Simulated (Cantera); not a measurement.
## SiCl4 + NH3 + H2 (silicon nitride deposition)

A closed system holds: 1 mol SiCl4, 6.1 mol NH3, a varied amount of H2, at 802 °C and 21.0 mbar.

Cantera equilibrium calculation (NASA polynomials, part measured and part estimated; ideal gas, pure solids and liquids). Candidate condensed phases: NH4Cl, Si, Si3N4; 28 gas species. The tables' values for SiCl3 are old estimates; treat these amounts as uncertain. Kinetics and transport are ignored.

From 4.4 mol H2 to 96 mol H2 the condensed part is Si3N4(s). The main Si-bearing gas is SiCl4 throughout. The share of Si in condensed phases is highest at 96 mol H2 (100.0 %) and lowest at 4.4 mol H2 (97.6 %).

```json
[
 {"n(H2) (mol)": "4.4", "x H2": "0.647", "x HCl": "0.218", "x N2": "0.134", "x SiCl4": "0.00129", "x SiHCl3": "4.77e-5", "x SiCl3": "1.74e-5", "x SiCl2": "3.73e-6", "x NH3": "1.46e-6", "n Si3N4(s)": "0.325"},
 {"n(H2) (mol)": "6.9", "x H2": "0.689", "x HCl": "0.193", "x N2": "0.117", "x SiCl4": "0.000761", "x SiHCl3": "3.38e-5", "x SiCl3": "1.20e-5", "x SiCl2": "2.99e-6", "x NH3": "1.51e-6", "n Si3N4(s)": "0.328"},
 {"n(H2) (mol)": "11", "x H2": "0.741", "x HCl": "0.162", "x N2": "0.0974", "x SiCl4": "0.000368", "x SiHCl3": "2.10e-5", "x SiCl3": "7.17e-6", "x SiCl2": "2.21e-6", "x NH3": "1.53e-6", "n Si3N4(s)": "0.330"},
 {"n(H2) (mol)": "17", "x H2": "0.791", "x HCl": "0.130", "x N2": "0.0782", "x SiCl4": "0.000158", "x SiHCl3": "1.20e-5", "x SiCl3": "3.95e-6", "x SiCl2": "1.56e-6", "x NH3": "1.51e-6", "n Si3N4(s)": "0.332"},
 {"n(H2) (mol)": "26", "x H2": "0.839", "x HCl": "0.101", "x N2": "0.0603", "x SiCl4": "6.03e-5", "x SiHCl3": "6.23e-6", "x SiCl3": "2.00e-6", "x SiCl2": "1.05e-6", "x NH3": "1.45e-6", "n Si3N4(s)": "0.332"},
 {"n(H2) (mol)": "40", "x H2": "0.881", "x HCl": "0.0746", "x N2": "0.0445", "x SiCl4": "2.00e-5", "x SiHCl3": "2.93e-6", "x SiCl3": "9.20e-7", "x SiCl2": "6.69e-7", "x NH3": "1.34e-6", "n Si3N4(s)": "0.333"},
 {"n(H2) (mol)": "62", "x H2": "0.916", "x HCl": "0.0529", "x N2": "0.0316", "x SiCl4": "5.90e-6", "x SiHCl3": "1.27e-6", "x SiCl3": "3.90e-7", "x SiCl2": "4.07e-7", "x NH3": "1.20e-6", "n Si3N4(s)": "0.333"},
 {"n(H2) (mol)": "96", "x H2": "0.942", "x HCl": "0.0365", "x N2": "0.0218", "x SiCl4": "1.62e-6", "x SiHCl3": "5.18e-7", "x SiCl3": "1.57e-7", "x SiCl2": "2.41e-7", "x NH3": "1.04e-6", "n Si3N4(s)": "0.333"}
]
```
x: gas mole fraction; n: condensed amount in mol.
